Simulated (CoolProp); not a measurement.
Values from CoolProp's reference Helmholtz-energy equation of state, Lemmon 2016.

Give the vapour pressure (MPa), vapour density (kg/m³) of saturated R115 at -0.15, 7.35, 25.95 °C.


```csv
T (°C),p (MPa),vapour density (kg/m³)
-0.15,0.439,34.0
7.35,0.552,42.7
25.95,0.926,72.7
```
